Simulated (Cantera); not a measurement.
An adiabatic, constant-pressure homogeneous reactor starts with 12.2 % CH4, 15.2 % O2, 57.1 % N2, 11.7 % H2O, 3.89 % H2, at 1800 K and 610000 Pa.

Computed with Cantera and GRI-Mech 3.0 (53 species, 325 reactions).

**Question.** Predict: time of steepest temperature rise; temperature at 0.100 s; equilibrium temperature; x(O2) at 0.100 s; x(H2O) at 0.100 s; x(NO2) at 0.100 s; x(H2O2) at 0.100 s; x(HCO) at 0.100 s; x(H) at 0.100 s.

**Answer.** 
- time of steepest temperature rise = 19.7 µs
- temperature at 0.100 s = 2789 K
- equilibrium temperature = 2789 K
- x(O2) at 0.100 s = 0.000307 (gas-phase equilibrium 0.000307)
- x(H2O) at 0.100 s = 0.238 (gas-phase equilibrium 0.238)
- x(NO2) at 0.100 s = 7.22e-8 (gas-phase equilibrium 7.22e-8)
- x(H2O2) at 0.100 s = 1.27e-7 (gas-phase equilibrium 1.27e-7)
- x(HCO) at 0.100 s = 5.47e-7 (gas-phase equilibrium 5.47e-7)
- x(H) at 0.100 s = 0.0109 (gas-phase equilibrium 0.0109)
